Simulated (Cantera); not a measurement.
**Low-pressure radical oxidation in H2/O2**

An isothermal, constant-pressure homogeneous reactor starts with H₂ : O₂ : N₂ = 0.03 : 1 : 0.22 (molar parts), equivalence ratio 0.015, at 1375 K and 1330 Pa.

Model: the H2/O2 subset of GRI-Mech 3.0, which has no nitrogen chemistry, integrated in Cantera. Radical loss at walls, strong at low pressure, is not modelled.

```tsv
t (s)	x H₂	x O₂	x HO₂	x OH	x O	x H	x H₂O₂
7.00e-6	0.0240	0.800	2.21e-9	2.66e-10	2.68e-10	1.95e-9	<1e-12
2.46e-5	0.0240	0.800	7.76e-9	2.63e-9	2.70e-9	5.28e-9	<1e-12
8.64e-5	0.0240	0.800	2.72e-8	1.97e-8	2.13e-8	1.22e-8	8.65e-12
0.000303	0.0240	0.800	9.57e-8	1.74e-7	2.08e-7	5.91e-8	1.02e-10
0.00107	0.0240	0.800	3.57e-7	2.23e-5	2.75e-5	6.81e-6	1.08e-9
0.00374	0.000332	0.779	1.05e-6	0.00303	0.0189	0.00197	3.00e-8
0.0131	0.000242	0.779	9.83e-7	0.00276	0.0181	0.00171	2.66e-8
0.0462	0.000202	0.783	9.13e-7	0.00253	0.0149	0.00128	2.55e-8
0.162	0.000116	0.789	7.10e-7	0.00192	0.00828	0.000537	2.18e-8
0.569	3.18e-5	0.795	3.49e-7	0.00101	0.00221	7.47e-5	1.30e-8
2.00	4.56e-6	0.797	9.38e-8	0.000383	0.000313	4.01e-6	4.55e-9
```
x: mole fraction; the columns are a selection and need not sum to one.

Equilibrium at this temperature and pressure: H₂ 7.25e-8, O₂ 0.798, HO₂ 3.34e-8, OH 4.85e-5, O 4.96e-6, H 8.04e-9, H₂O₂ 2.36e-10 (gas phase only).
